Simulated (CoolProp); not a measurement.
Saturation properties of R152A (Tc = 386.4 K, pc = 4.517 MPa, ω = 0.275).

Model: reference Helmholtz-energy equation of state, Outcalt 1996, in CoolProp. It is a modified Benedict-Webb-Rubin equation, recast in Helmholtz form.

```csv
T (K),p (MPa),liquid cp (kJ/(kg K)),vapour Z,surface tension (mN/m),liquid viscosity (µPa s),vapour viscosity (µPa s)
211.6,0.01358,1.549,0.9894,22.2,510,7.82
224,0.02878,1.569,0.9820,20.3,418,8.29
236.4,0.05568,1.594,0.9715,18.5,349,8.77
248.8,0.09986,1.624,0.9575,16.6,295,9.25
261.2,0.1681,1.659,0.9397,14.8,251,9.73
273.6,0.2683,1.699,0.9176,13.1,216,10.2
286,0.4093,1.746,0.8911,11.3,186,10.7
298.5,0.6026,1.802,0.8595,9.66,161,11.2
310.9,0.8559,1.870,0.8229,8.04,139,11.8
323.3,1.182,1.959,0.7805,6.47,120,12.4
335.7,1.593,2.080,0.7314,4.96,104,13.1
```

It boils at 249.1 K under 1 atm.

Viscosity comes from a separate model (Bell 2016), an estimate that may be off by 10 % or more. Surface tension comes from a separate correlation (Mulero 2012).
